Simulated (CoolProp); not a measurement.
n-hexane along the isotherm 557.1 K: fugacity coefficient from the reference equation and from simpler models built on Tc = 507.8 K, pc = 3.044 MPa, ω = 0.300; each cubic takes its own stable root.

Model: reference Helmholtz-energy equation of state, Thol 2019, in CoolProp.

```
p (MPa)          phase  reference
-------  -------------  ---------
0.0241             gas     0.9980
0.0363             gas     0.9970
0.0548             gas     0.9954
0.0826             gas     0.9931
0.125              gas     0.9896
0.188              gas     0.9844
0.284              gas     0.9765
0.428              gas     0.9647
0.646              gas     0.9469
0.974              gas     0.9205
1.47               gas     0.8812
2.22               gas     0.8230
3.34     supercritical     0.7387
5.04     supercritical     0.6169
7.61     supercritical     0.4844
```

**Question.** How far does each simpler model (van der Waals, Soave-Redlich-Kwong) lie from the reference over these 15 states: mean and median of the absolute difference, and the worst?

**Answer.** 
- van der Waals: mean 0.4 %, median 0.2 %, worst -1.5 % at 557.1 K and 5.04 MPa
- Soave-Redlich-Kwong: mean 0.7 %, median 0.1 %, worst +5.5 % at 557.1 K and 7.61 MPa
